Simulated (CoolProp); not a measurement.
A closed Brayton cycle with nitrogen: compressor inlet 312.15 K and 1.7 MPa, high pressure 3.89 MPa, turbine inlet 945 K, compressor efficiency 0.8, turbine efficiency 0.85, recuperator effectiveness 0.9 (on enthalpy, no pinch check). Each further row changes one setting.

Computed with CoolProp (reference Helmholtz-energy equation of state, Span 2000).

```tsv
case	thermal efficiency (%)	net work (kJ/kg)	compressor to turbine work	compressor exit (K)	turbine exit (K)
as stated	31.8	70.5	0.61	416.5	789.0
turbine inlet 895 K	29.4	60.9	0.64	416.5	745.9
compressor inlet 322.15 K	[?]	[?]	0.63	[?]	789.0
high pressure 3.31 MPa	31.8	[?]	[?]	[?]	817.2
recuperator effectiveness 0.5	[?]	70.5	0.61	416.5	789.0
```

What belongs in the gaps?


- compressor inlet 322.15 K, thermal efficiency (%): 30.4
- compressor inlet 322.15 K, net work (kJ/kg): 67.0
- compressor inlet 322.15 K, compressor exit (K): 429.8
- high pressure 3.31 MPa, net work (kJ/kg): 61.8
- high pressure 3.31 MPa, compressor to turbine work: 0.58
- high pressure 3.31 MPa, compressor exit (K): 394.2
- recuperator effectiveness 0.5, thermal efficiency (%): 18.4
